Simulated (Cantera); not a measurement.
Charge: 1 mol BN, 2.1 mol NF3, held at 677 °C.

Cantera equilibrium calculation (NASA polynomials, part measured and part estimated; ideal gas, pure solids and liquids). Candidate condensed phases: B, BN; 13 gas species. Equilibrium is a limit: real reactors are often held back by kinetics, nucleation or transport.

Problem. At 2200 Pa, list the 5 most abundant gas species with their mole fractions, and the condensed phases.

Solution. N2 0.332, F2 0.253, BF3 0.215, F 0.198, NF3 0.00150. Condensed: gas only.
